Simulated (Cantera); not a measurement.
Feed: 1 mol NaCl, 0.08 mol HCl, 19 mol H2, at 0.000510 bar.

Equilibrium computed with Cantera from the NASA thermochemical tables; the gas is ideal and each condensed phase is pure. Candidate condensed phases: Na, NaCl; 10 gas species. Equilibrium is a limit: real reactors are often held back by kinetics, nucleation or transport.

Q: Which condensed phases are stable at each of these points (T (°C)): 552, 577, 602, 627, 652, 677, 702, 727, 752, 777, 802, 827?

A: 
| T (°C) | condensed phases | Na condensed (%) |
|---|---|---|
| 552 | NaCl(s) | 98.7 |
| 577 | NaCl(s) | 96.6 |
| 602 | NaCl(s) | 91.4 |
| 627 | NaCl(s) | 79.6 |
| 652 | NaCl(s) | 53.4 |
| 677 | gas only | 0.0 |
| 702 | gas only | 0.0 |
| 727 | gas only | 0.0 |
| 752 | gas only | 0.0 |
| 777 | gas only | 0.0 |
| 802 | gas only | 0.0 |
| 827 | gas only | 0.0 |

From 552 °C to 652 °C the condensed part is NaCl(s). From 677 °C to 827 °C nothing is condensed.
